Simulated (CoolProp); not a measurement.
Vapour pressure (MPa) of n-undecane: the reference equation beside estimates from Tc = 638.8 K, pc = 1.990 MPa, ω = 0.539. Clausius-Clapeyron is anchored at 496.4 K with a constant enthalpy of vaporisation of 38.61 kJ/mol.

Computed with CoolProp (reference Helmholtz-energy equation of state, Aleksandrov 2011). It is a short technical equation, of lower accuracy than the large ones.

```json
[
 {"T (K)": "403.4", "reference": "0.01458", "Lee-Kesler": "0.01424", "Clausius-Clapeyron": "0.02199", "van der Waals": "0.2309", "Redlich-Kwong": "0.06839", "Peng-Robinson": "0.01485"},
 {"T (K)": "418.9", "reference": "0.02471", "Lee-Kesler": "0.02435", "Clausius-Clapeyron": "0.03366", "van der Waals": "0.2835", "Redlich-Kwong": "0.09780", "Peng-Robinson": "0.02508"},
 {"T (K)": "434.4", "reference": "0.03995", "Lee-Kesler": "0.03971", "Clausius-Clapeyron": "0.05000", "van der Waals": "0.3437", "Redlich-Kwong": "0.1357", "Peng-Robinson": "0.04050"},
 {"T (K)": "449.9", "reference": "0.06201", "Lee-Kesler": "0.06209", "Clausius-Clapeyron": "0.07226", "van der Waals": "0.4116", "Redlich-Kwong": "0.1832", "Peng-Robinson": "0.06284"},
 {"T (K)": "465.4", "reference": "0.09284", "Lee-Kesler": "0.09353", "Clausius-Clapeyron": "0.1019", "van der Waals": "0.4878", "Redlich-Kwong": "0.2417", "Peng-Robinson": "0.09416"},
 {"T (K)": "480.9", "reference": "0.1347", "Lee-Kesler": "0.1363", "Clausius-Clapeyron": "0.1406", "van der Waals": "0.5725", "Redlich-Kwong": "0.3125", "Peng-Robinson": "0.1368"},
 {"T (K)": "496.4", "reference": "0.1900", "Lee-Kesler": "0.1930", "Clausius-Clapeyron": "0.1900", "van der Waals": "0.6662", "Redlich-Kwong": "0.3966", "Peng-Robinson": "0.1934"},
 {"T (K)": "511.9", "reference": "0.2616", "Lee-Kesler": "0.2664", "Clausius-Clapeyron": "0.2522", "van der Waals": "0.7690", "Redlich-Kwong": "0.4954", "Peng-Robinson": "0.2668"},
 {"T (K)": "527.4", "reference": "0.3525", "Lee-Kesler": "0.3595", "Clausius-Clapeyron": "0.3293", "van der Waals": "0.8814", "Redlich-Kwong": "0.6099", "Peng-Robinson": "0.3604"},
 {"T (K)": "542.9", "reference": "0.4661", "Lee-Kesler": "0.4756", "Clausius-Clapeyron": "0.4234", "van der Waals": "1.004", "Redlich-Kwong": "0.7413", "Peng-Robinson": "0.4775"},
 {"T (K)": "558.4", "reference": "0.6062", "Lee-Kesler": "0.6184", "Clausius-Clapeyron": "0.5369", "van der Waals": "1.136", "Redlich-Kwong": "0.8906", "Peng-Robinson": "0.6222"},
 {"T (K)": "573.9", "reference": "0.7772", "Lee-Kesler": "0.7922", "Clausius-Clapeyron": "0.6721", "van der Waals": "1.278", "Redlich-Kwong": "1.059", "Peng-Robinson": "0.7984"},
 {"T (K)": "589.4", "reference": "0.9843", "Lee-Kesler": "1.002", "Clausius-Clapeyron": "0.8314", "van der Waals": "1.431", "Redlich-Kwong": "1.247", "Peng-Robinson": "1.011"}
]
```

Absolute difference from the reference over all 13 rows, mean and median: Lee-Kesler 1.5 and 1.8 %, Clausius-Clapeyron 15.6 and 11.4 %, van der Waals 424.1 and 250.6 %, Redlich-Kwong 140.9 and 108.7 %, Peng-Robinson 2.0 and 1.9 %.
